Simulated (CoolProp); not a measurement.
Vapour pressure (bar) of hydrogen sulfide: the reference equation beside estimates from Tc = 100.0 °C, pc = 89.99 bar, ω = 0.101. Clausius-Clapeyron is anchored at 15.55 °C with a constant enthalpy of vaporisation of 14.82 kJ/mol.

Values from CoolProp's reference Helmholtz-energy equation of state, Lemmon 2006. It is a short technical equation, of lower accuracy than the large ones.

```tsv
T (°C)	reference	Lee-Kesler	Clausius-Clapeyron	van der Waals	Redlich-Kwong	Peng-Robinson
3.75	11.51	11.52	12.21	24.15	12.65	11.49
9.65	13.57	13.59	13.96	26.75	14.88	13.55
15.55	15.88	15.91	15.88	29.52	17.38	15.86
21.45	18.47	18.50	17.97	32.46	20.15	18.46
27.35	21.36	21.39	20.24	35.59	23.21	21.36
33.25	24.56	24.58	22.69	38.90	26.58	24.57
39.15	28.09	28.11	25.32	42.39	30.27	28.13
45.05	31.97	31.99	28.15	46.08	34.30	32.04
50.95	36.23	36.24	31.17	49.96	38.67	36.35
56.85	40.89	40.89	34.39	54.03	43.40	41.05
62.75	45.97	45.96	37.82	58.30	48.50	46.19
```

Absolute difference from the reference over all 11 rows, mean and median: Lee-Kesler 0.1 and 0.1 %, Clausius-Clapeyron 8.5 and 7.6 %, van der Waals 62.3 and 58.4 %, Redlich-Kwong 8.0 and 8.2 %, Peng-Robinson 0.2 and 0.1 %.
